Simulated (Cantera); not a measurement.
**Thermodynamics of carbothermic reduction, feed Ta₂O₅ + CH₄ + CO**

A closed system holds: 1 mol Ta₂O₅, 0.67 mol CH₄, 0.055 mol CO, at 0.920 bar.

Method: chemical equilibrium by Gibbs-energy minimisation in Cantera with the NASA 1993 tables (ideal gas, pure condensed phases). Candidate condensed phases: C, C₆H₆, C₇H₈, C₈H₁₈, H₂O, Ta, TaC, Ta₂O₅; 113 gas species. Mutual solubility and eutectic melting of coexisting phases are not modelled. TaC: taken at fixed stoichiometry. Condensed phases not in the tables: Ta₂C, N, O or C dissolved in the metal. Rates play no part.

| T (K) | x H₂ | x CO | x H | x H₂O | x TaO₂ | x TaO | n TaC(s) | n Ta₂O₅(s) | n Ta₂O₅(l) | n Ta(s) |
|---|---|---|---|---|---|---|---|---|---|---|
| 1948 | 0.711 | 0.283 | 0.000993 | 0.00431 | 2.20e-7 | 1.01e-8 | 0.194 | 0.903 | 0 | 0 |
| 2023 | 0.710 | 0.283 | 0.00167 | 0.00457 | 9.51e-7 | 5.70e-8 | 0.194 | 0.903 | 0 | 0 |
| 2098 | 0.709 | 0.283 | 0.00270 | 0.00473 | 3.47e-6 | 2.72e-7 | 0.194 | 0 | 0.903 | 0 |
| 2173 | 0.708 | 0.283 | 0.00423 | 0.00479 | 1.10e-5 | 1.12e-6 | 0.194 | 0 | 0.903 | 0 |
| 2248 | 0.706 | 0.282 | 0.00644 | 0.00484 | 3.18e-5 | 4.19e-6 | 0.194 | 0 | 0.903 | 0 |
| 2323 | 0.703 | 0.282 | 0.00952 | 0.00487 | 8.58e-5 | 1.43e-5 | 0.194 | 0 | 0.903 | 0 |
| 2398 | 0.699 | 0.281 | 0.0137 | 0.00489 | 0.000216 | 4.51e-5 | 0.194 | 0 | 0.903 | 0 |
| 2473 | 0.641 | 0.335 | 0.0186 | 0.00474 | 0.000498 | 0.000122 | 0.0392 | 0 | 0.871 | 0.217 |
| 2548 | 0.622 | 0.346 | 0.0254 | 0.00541 | 0.00103 | 0.000265 | 0 | 0 | 0.863 | 0.272 |
| 2623 | 0.613 | 0.344 | 0.0344 | 0.00619 | 0.00204 | 0.000546 | 0 | 0 | 0.861 | 0.272 |
x: gas mole fraction; n: condensed amount in mol.

From 1948 K to 2023 K the condensed part is TaC(s) + Ta₂O₅(s). From 2098 K to 2398 K the condensed part is TaC(s) + Ta₂O₅(l). At 2473 K the condensed part is Ta(s) + TaC(s) + Ta₂O₅(l). From 2548 K to 2623 K the condensed part is Ta(s) + Ta₂O₅(l). The main Ta-bearing gas is TaO₂ throughout.
